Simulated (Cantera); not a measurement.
What does this Cantera script print?

```python
import numpy as np
import cantera as ct

gas = ct.Solution("gri30.yaml", transport_model="mixture-averaged")
show = ['O', 'N2', 'H']

rows = []
print(f"{'T/K':>7s}{'rho':>11s}{'cp':>10s}{'mu':>11s}{'lambda':>11s}{'Pr':>7s}" + "".join(f"{'D_' + s:>11s}" for s in show))
for T in [400, 550, 700, 850, 1000, 1150]:
    gas.TPX = T, 4200, {'N2O': 0.74, 'O2': 0.91}
    Pr = gas.cp_mass * gas.viscosity / gas.thermal_conductivity
    D = [gas.mix_diff_coeffs_mole[gas.species_index(s)] for s in show]
    rows.append([gas.density, gas.cp_mass, gas.viscosity, gas.thermal_conductivity, Pr, *D])
    print(f"{T:7g}{gas.density:11.4e}{gas.cp_mass:10.1f}{gas.viscosity:11.4e}"
          f"{gas.thermal_conductivity:11.4e}{Pr:7.3f}" + "".join(f"{d:11.4e}" for d in D))
print("SI units: kg/m3, J/kg/K, Pa s, W/m/K, m2/s")
```

Output:

```
    T/K        rho        cp         mu     lambda     Pr        D_O       D_N2        D_H
    400 4.7214e-02     956.6 2.2343e-05 2.9793e-02  0.717 1.1582e-03 7.3150e-04 4.5544e-03
    550 3.4337e-02    1032.7 2.8636e-05 4.1067e-02  0.720 2.0077e-03 1.2729e-03 7.9945e-03
    700 2.6979e-02    1094.0 3.4181e-05 5.1699e-02  0.723 3.0254e-03 1.9220e-03 1.2131e-02
    850 2.2218e-02    1141.4 3.9211e-05 6.1656e-02  0.726 4.1965e-03 2.6694e-03 1.6899e-02
   1000 1.8886e-02    1177.0 4.3864e-05 7.1015e-02  0.727 5.5106e-03 3.5081e-03 2.2251e-02
   1150 1.6422e-02    1201.8 4.8225e-05 7.9870e-02  0.726 6.9595e-03 4.4328e-03 2.8154e-02
SI units: kg/m3, J/kg/K, Pa s, W/m/K, m2/s
```

Detailed kinetics in Cantera: GRI-Mech 3.0 (53 species, 325 reactions). The composition is frozen, though it would react at the higher temperatures.
